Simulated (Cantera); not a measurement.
A perfectly stirred reactor is fed with CH4 : O2 : N2 = 1 : 3.08 : 11.6 (molar parts), equivalence ratio 0.65, at 2.90 bar; it is adiabatic with a 675 K inlet, and is followed from long to short residence time, starting on the burning branch (τ in s: 0.021, 0.012, 0.007, 0.004, 0.0023, 0.0013, 0.00077, 0.00044, 0.00025, 0.00015, 8.4e-05, 4.9e-05).

Cantera simulation using GRI-Mech 3.0 (53 species, 325 reactions); the numbers are that mechanism's predictions, not measurements.

x: mole fraction; the columns are a selection and need not sum to one.

| τ (s) | T (K) | x CH4 | x O2 | x H2O | x CO | x CH3 | x HCN |
|---|---|---|---|---|---|---|---|
| 0.021 | 2037 | 9.36e-6 | 0.0685 | 0.126 | 0.000589 | ___ | 3.62e-8 |
| 0.012 | 2034 | 1.45e-5 | 0.0686 | 0.126 | 0.000784 | ___ | 3.92e-8 |
| 0.0070 | 2030 | 2.14e-5 | 0.0687 | 0.126 | 0.00106 | ___ | 4.34e-8 |
| 0.0040 | 2023 | 3.16e-5 | 0.0688 | 0.125 | 0.00149 | ___ | 4.96e-8 |
| 0.0023 | 2014 | 4.60e-5 | 0.0690 | 0.125 | 0.00209 | ___ | 5.82e-8 |
| 0.0013 | 2002 | 6.74e-5 | 0.0694 | 0.124 | 0.00296 | ___ | 7.06e-8 |
| 0.00077 | 1987 | 9.63e-5 | 0.0698 | 0.123 | 0.00407 | ___ | 8.66e-8 |
| 0.00044 | 1965 | 0.000143 | 0.0706 | 0.122 | 0.00567 | ___ | 1.10e-7 |
| 0.00025 | 1937 | 0.000218 | 0.0717 | 0.121 | 0.00789 | ___ | 1.44e-7 |
| 0.00015 | 1903 | 0.000330 | 0.0733 | 0.120 | 0.0106 | ___ | 1.87e-7 |
| 8.4e-5 | 1854 | 0.000569 | 0.0761 | 0.118 | 0.0149 | ___ | 2.56e-7 |
| 4.9e-5 | 1790 | 0.00110 | 0.0808 | 0.115 | 0.0210 | ___ | 3.54e-7 |

Q: Complete the blanks.

A: 
- 0.021, x CH3: 3.04e-6
- 0.012, x CH3: 4.66e-6
- 0.0070, x CH3: 6.79e-6
- 0.0040, x CH3: 9.78e-6
- 0.0023, x CH3: 1.37e-5
- 0.0013, x CH3: 1.93e-5
- 0.00077, x CH3: 2.62e-5
- 0.00044, x CH3: 3.65e-5
- 0.00025, x CH3: 5.18e-5
- 0.00015, x CH3: 7.29e-5
- 8.4e-5, x CH3: 0.000113
- 4.9e-5, x CH3: 0.000192
